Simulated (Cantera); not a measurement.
Input (Python, Cantera) and output of one run.

```python
import numpy as np
import cantera as ct

gas_names = """
    H2 H2O2
""".split()
cond_names = """
    Cr2O3(s) Cr2O3(L) Cr(cr) Cr(L)
""".split()


# ... load() reads the species with a 1 bar reference pressure and builds the phases ...
species = {s.name: s for s in load("nasa_gas.yaml", gas_names) + load("nasa_condensed.yaml", cond_names)}
# Each term lists the table entries of one substance; the one whose range holds T is used.
reactions = {
    '2 Cr2O3 + 3 H2(g) = 3 H2O2(g) + 4 Cr':
        [(-2, ['Cr2O3(s)', 'Cr2O3(L)']), (-3, ['H2']), (3, ['H2O2']), (4, ['Cr(cr)', 'Cr(L)'])],
}


def pick(names, T):
    return next(species[n] for n in names if species[n].thermo.min_temp <= T <= species[n].thermo.max_temp)


results = []
for label, terms in reactions.items():
    print(label)
    print("     T/K   dH/kJ  dS/(J/K)   dG/kJ   log10 K")
    for T in [300, 1698, 1848, 1998, 2148, 2298, 2448, 2598, 2748, 2898]:
        used = [(nu, pick(names, T)) for nu, names in terms]
        dH = sum(nu * s.thermo.h(T) for nu, s in used) / 1e6
        dS = sum(nu * s.thermo.s(T) for nu, s in used) / 1e3
        dG = dH - T * dS / 1e3
        logK = -dG * 1e6 / (ct.gas_constant * T * np.log(10))
        results.append((label, T, dH, dS, dG, logK, [s.name for _, s in used]))
        print(f"{T:8g} {dH:8.1f} {dS:8.1f} {dG:8.1f} {logK:8.2f}")
```

Result:

```
2 Cr2O3 + 3 H2(g) = 3 H2O2(g) + 4 Cr
     T/K   dH/kJ  dS/(J/K)   dG/kJ   log10 K
     300   1861.1    245.7   1787.3  -311.20
    1698   1820.5    168.2   1535.0   -47.22
    1848   1825.6    171.0   1509.6   -42.67
    1998   1832.5    174.6   1483.7   -38.79
    2148   1922.0    216.7   1456.5   -35.42
    2298   1921.8    216.6   1424.0   -32.37
    2448   1921.3    216.4   1391.5   -29.69
    2598   1920.6    216.1   1359.0   -27.32
    2748   1656.5    114.7   1341.2   -25.49
    2898   1651.7    113.0   1324.1   -23.87
```

Cantera with NASA thermochemical tables; ideal gases at 1 bar, condensed phases pure. Condensed species are held in their standard states even where they would react or evaporate.
